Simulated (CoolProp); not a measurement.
Properties of CH2F2 (R32) along the isobar 1.91 MPa.

The numbers come from the reference Helmholtz-energy equation of state, Tillner-Roth 1997 in CoolProp.

```
T (K)  phase  density (kg/m³)  Joule-Thomson coefficient (K/MPa)
-----  -----  ---------------  ---------------------------------
350.9    gas            39.55                              14.34
356.5    gas            38.54                              13.67
362.1    gas            37.60                              13.04
367.7    gas                ?                                  ?
373.4    gas            35.89                                  ?
379      gas            35.12                              11.36
384.6    gas            34.39                              10.87
390.2    gas            33.69                                  ?
395.8    gas            33.04                              9.977
401.4    gas            32.41                              9.568
407      gas            31.82                              9.183
412.6    gas            31.25                              8.819
418.2    gas            30.71                                  ?
423.8    gas            30.19                              8.149
429.4    gas            29.69                              7.841
435      gas            29.21                              7.549
```

Complete the blanks.


- 367.7, density (kg/m³): 36.72
- 367.7, Joule-Thomson coefficient (K/MPa): 12.44
- 373.4, Joule-Thomson coefficient (K/MPa): 11.88
- 390.2, Joule-Thomson coefficient (K/MPa): 10.41
- 418.2, Joule-Thomson coefficient (K/MPa): 8.474
